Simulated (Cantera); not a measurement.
An isothermal, constant-pressure homogeneous reactor starts with 68.0 % NH3, 32.0 % N2, at 2050 K and 5100 Pa.

Detailed kinetics in Cantera: the gas-phase N/H chemistry of the illustrative SiF4/NH3 mechanism in the Surface Chemkin manual (1991). Walls and surfaces, which speed up NH3 decomposition in real reactors, are not modelled.

One state of this run: x NH3 = 2.87e-5; x N2H2 = 2.73e-11; x N2 = 0.391; x H = 0.00745; x N = 4.50e-7; x N2H4 = <1e-12. x: mole fraction; the columns are a selection and need not sum to one.

**Question.** Which value of t (s) does it belong to?
(A) 2.89e-5
(B) 3.72
(C) 0.000155
(D) 20.0

**Answer.** B, 3.72
